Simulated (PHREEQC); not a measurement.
Solution (74 °C): 4.7 mmol/kgw KHCO3 and 0.04 mmol/kgw Na2B4O7. Closed to the air; pH follows from the charge balance.

Model: ion-association model, wateq4f.dat, run in PHREEQC.

Each row changes one thing in this solution. This is a speciation only: nothing precipitates in the calculation.

| case | pH | ionic strength (mol/kgw) |
|---|---|---|
| as made | 8.21 | 0.00485 |
| temperature from 74 to 65 °C | 8.25 | 0.00485 |
| 0.0049 mol/kgw Na2SiF6 added | 3.97 | 0.0175 |
| KHCO3 left out | 8.37 | 8.00e-5 |
| temperature from 74 to 75 °C | 8.21 | 0.00485 |
| temperature from 74 to 20 °C | 8.53 | 0.00486 |
| Na2B4O7 left out | 8.07 | 0.00475 |
| KHCO3 replaced by KHF2 at the same molality | 3.63 | 0.00503 |

Some of these states are supersaturated (in Quartz (slow to form), Chalcedony (slow to form), for instance). At this temperature some constants are extrapolated from 25 °C, and those without enthalpy data are left unchanged. SiF6-2 is the database's only silicon fluoride. Real BF4- forms and hydrolyses slowly; the run takes it at equilibrium.
